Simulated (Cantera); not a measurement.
# Ignition delay

Mixture: 3.80 % C3H8, 20.2 % O2, 76.0 % N2, equivalence ratio 0.94, at 1600000 Pa, adiabatic and at constant volume. Ignition delay is the time to a rise of 400 K.

Cantera simulation using GRI-Mech 3.0 (53 species, 325 reactions); the numbers are that mechanism's predictions, not measurements. GRI-Mech 3.0 was tuned for natural gas; its chemistry of propane as a main component is partial and can be far from experiment. The pressure lies above the range GRI-Mech 3.0 was tuned for (to about 10 atm).

| T0 (K) | delay (ms) |
|---|---|
| 1223 | 0.749 |
| 1323 | 0.146 |
| 1423 | 0.0350 |
| 1523 | 0.0109 |
| 1623 | 0.00430 |
| 1723 | 0.00208 |

The apparent activation energy between 1523 and 1723 K is 180 kJ/mol.
